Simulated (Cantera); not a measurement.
A Cantera script and what it prints.

```python
import numpy as np
import cantera as ct

gas_names = """
    CL CL2 H HCL H2 N NH NH2 NH3 N2 N2H2 N2H4 Si SiCL SiCL2 SiCL3 SiCL4 SiH SiHCL3 SiH2 SiH2CL2 SiH3
    SiH3CL SiH4 SiN Si2 Si2N Si3
""".split()
cond_names = """
    NH4CL(a) NH4CL(b) Si(cr) Si(L) Si3N4(a)
""".split()


# ... load() reads the species with a 1 bar reference pressure and builds the phases ...
atoms = {
    'SiH2Cl2': {'Si': 1, 'H': 2, 'CL': 2},
    'N2': {'N': 2},
}
top_T = {'Si3N4(a)': 2400}  # K; cautious upper limits of use, not melting points


# ... equilibrate(T, P, feed) seeds the gas with the atoms and calls Mixture.equilibrate('TP', solver="vcs", rtol=1e-11, max_steps=5000) ...
results = []
feed = {'SiH2Cl2': 1, 'N2': 9.1}  # mol
T = 1625  # K
P = 5300  # Pa
mix = equilibrate(T, P, feed)
results.append((T, P, feed, dict(zip(mix.species_names, mix.species_moles))))
print(gas.report(threshold=0.001))
for i in range(1, mix.n_phases):
    print(f"{mix.phase(i).name:16s} {mix.phase_moles(i):12.5e} mol")
```

It prints:

```
       temperature   1625 K
          pressure   5300 Pa
           density   0.012103 kg/m^3
  mean mol. weight   30.853 kg/kmol
   phase of matter   gas

                          1 kg             1 kmol
                     ---------------   ---------------
          enthalpy        8.6017e+05        2.6539e+07  J
   internal energy        4.2226e+05        1.3028e+07  J
           entropy            8988.5        2.7733e+05  J/K
    Gibbs function       -1.3746e+07       -4.2412e+08  J
 heat capacity c_p            1169.8             36094  J/K
 heat capacity c_v            900.36             27779  J/K

                      mass frac. Y      mole frac. X     chem. pot. / RT
                     ---------------   ---------------   ---------------
               HCL           0.11483          0.097174           -37.748
                H2         0.0029323          0.044876            -24.88
                N2            0.7413           0.81644           -29.402
             SiCL2           0.11383          0.035482           -58.436
             SiCL3          0.019403          0.004453           -83.744
             SiCL4         0.0071486         0.0012983           -109.05
     [  +22 minor]        0.00055242        0.00027475

Si(cr)            0.00000e+00 mol
Si3N4(a)          1.86051e-01 mol
```

These are equilibrium values from Cantera (NASA tables, ideal gas, pure condensed phases), not measurements of a reactor. The tables' values for SiCl3 are old estimates; treat these amounts as uncertain.
